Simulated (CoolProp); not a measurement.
Vapour-liquid equilibrium of carbonyl sulfide (1) + propane (2) at 1.07 bar; x and y are mole fractions of (1).

Computed with CoolProp (multi-fluid Helmholtz-energy mixture model, Lemmon 2006 and Lemmon 2009; pair parameters Bell 2016).

**Question.** Give the bubble temperature and the first vapour's composition at x = 0.05, 0.35, 0.95. Is there an azeotrope?

**Answer.** x = 0.05: -41.6 °C, y = 0.078; x = 0.35: -44.6 °C, y = 0.432; x = 0.95: -48.6 °C, y = 0.964. No azeotrope shows between x = 0.05 and 0.95.

Pair parameters are fitted to limited data, so mixtures are less certain than the pure fluids.
